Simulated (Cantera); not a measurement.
Feed: 1 mol Si, 3 mol SF6, at 0.990 bar.

These are equilibrium values from Cantera (NASA tables, ideal gas, pure condensed phases), not measurements of a reactor. Candidate condensed phases: S, Si; 21 gas species. The tables' values for SF3, SF5 are old estimates; treat these amounts as uncertain. Equilibrium is a limit: real reactors are often held back by kinetics, nucleation or transport. All values below are at 825 °C.

Base state: SF4 0.496, SF6 0.252, SiF4 0.250, SF3 0.00223, SF2 0.000498, SF5 0.000132 (mole fractions); condensed: gas only.

Task: What changes in the equilibrium state with this change: SF6 from 3 to 2.2 mol?

Result: 
| species | before | after |
|---|---|---|
| SF4 | 0.496 | 0.609 |
| SiF4 | 0.250 | 0.313 |
| SF6 | 0.252 | 0.0691 |
| S2F2 (SSF2) | 2.36e-6 | 0.000321 |
| SF2 | 0.000498 | 0.00274 |
The tables' values for SF3, S2F2 (SSF2), SF5 are old estimates; treat these amounts as uncertain.
